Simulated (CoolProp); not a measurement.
A Linde-Hampson liquefier for methane: isothermal reversible compression at 200 K from 1 atm to 15 MPa, throttling to 1 atm, return gas leaving the recuperator 10 K below the feed. Each further row changes one setting.

Model: reference Helmholtz-energy equation of state, Setzmann 1991, in CoolProp.

```tsv
case	liquid yield per pass	compression work (kJ/kg of gas)
as stated	…	411
high pressure 30 MPa	…	…
warm-end temperature 230 K	…	…
warm-end gap 15 K	…	411
```

What belongs in the gaps?


- as stated, liquid yield per pass: 0.492
- high pressure 30 MPa, liquid yield per pass: 0.494
- high pressure 30 MPa, compression work (kJ/kg of gas): 458
- warm-end temperature 230 K, liquid yield per pass: 0.351
- warm-end temperature 230 K, compression work (kJ/kg of gas): 520
- warm-end gap 15 K, liquid yield per pass: 0.484
